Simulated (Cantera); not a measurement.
Input: 1 mol borazine, 16 mol NH3, 0.14 mol N2, 2.2 mol O2, equilibrated at 100 Torr.

Equilibrium computed with Cantera from the NASA thermochemical tables; the gas is ideal and each condensed phase is pure. Candidate condensed phases: B, BN, B2O3, B3O3H3, H2O; 39 gas species. The feed counts by its element totals alone. Mutual solubility and eutectic melting of coexisting phases are not modelled. Gases not in the tables: H3BO3. Equilibrium is a limit: real reactors are often held back by kinetics, nucleation or transport.

x: gas mole fraction; n: condensed amount in mol.

```tsv
T (K)	x H2	x N2	x HBO	x HBO2	x B2O3	x H	x H2O	n BN(s)	n B2O3(l)
800	0.736	0.262	<1e-12	1.77e-8	<1e-12	6.80e-12	0.00243	0.126	1.44
1000	0.736	0.262	5.52e-9	3.47e-6	2.51e-11	5.33e-9	0.00233	0.124	1.44
1200	0.736	0.262	1.91e-6	0.000105	6.90e-8	4.64e-7	(withheld)	0.120	1.44
1400	0.735	0.262	0.000119	0.00113	1.80e-5	1.14e-5	(withheld)	0.127	1.41
1600	0.728	0.260	0.00256	0.00639	0.00110	0.000127	(withheld)	0.155	1.22
1800	0.686	0.253	0.0213	0.0186	0.0166	0.000812	(withheld)	0	0
2000	0.679	0.252	0.0246	0.0200	0.0136	0.00367	(withheld)	0	0
```

Task: Some entries are withheld; supply them.

Result: 
- 1200, x H2O: 0.00214
- 1400, x H2O: 0.00195
- 1600, x H2O: 0.00177
- 1800, x H2O: 0.00153
- 2000, x H2O: 0.00306
